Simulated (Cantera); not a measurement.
A closed system holds: 1 mol FeS2, 0.14 mol SO2, 5.5 mol O2, at 998 K and 54000 Pa.

Equilibrium computed with Cantera from the NASA thermochemical tables; the gas is ideal and each condensed phase is pure. Candidate condensed phases: Fe, FeO, FeS, FeSO4, FeS2, Fe2O3, Fe2(SO4)3, Fe3O4, S; 12 gas species. Kinetics and transport are ignored.

Base state: O2 0.510, SO2 0.249, SO3 0.242 (mole fractions); condensed: Fe2O3(s).

Q: What changes in the equilibrium state with this change: temperature from 998 K to 1723.15 K?

A: 
```
species        before    after
-------------  ------  -------
O2              0.510    0.569
SO2             0.249    0.428
SO3             0.242  0.00330
O               <1e-9  5.85e-5
Fe2O3(s), mol   0.500        0
Fe3O4(s), mol       0    0.333
```
